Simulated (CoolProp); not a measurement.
The fluid at 298.15 K and 18 MPa is throttled through a valve to 8.44 MPa with no heat exchange. The same conditions are run with several fluids, on thermodynamics alone (safety and materials aside).

Computed with CoolProp (reference Helmholtz-energy equation of state of each fluid (n-undecane: Aleksandrov 2011; R22: Kamei 1995; R134a: Tillner-Roth 1994; R143a: Lemmon and Jacobsen 2000; octamethyltrisiloxane (MDM): Thol 2017)).

Question: Rank n-undecane, R22, R134a, R143a, octamethyltrisiloxane (MDM) by temperature change (K), highest first.

Answer: octamethyltrisiloxane (MDM) (+4.4), n-undecane (+4.1), R134a (+1.7), R22 (+1.6), R143a (+1.0)

| fluid | final density (kg/m³) |
|---|---|
| n-undecane | 740 |
| R22 | 1220 |
| R134a | 1240 |
| R143a | 983 |
| octamethyltrisiloxane (MDM) | 823 |
